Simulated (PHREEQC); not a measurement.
Make-up at 25 °C: 0.2 mol HF, 0.00038 mol NH4HF2, 0.044 mol H2SiF6 and 0.0054 mol H2SO4 per kg of water. Closed to the air; pH follows from the charge balance.

Model: ion-association model, phreeqc.dat, run in PHREEQC.

No solid was allowed to form.

**Question.** Order these F species by the share of F that they hold, largest first: SiF6-2, HF2-, HF, F-.

**Answer.** SiF6-2 (57 %), HF (42 %), HF2- (0.74 %), F- (0.50 %)

The pH is 1.10 and the ionic strength 0.144 mol/kgw. SiF6-2 is the database's only silicon fluoride.
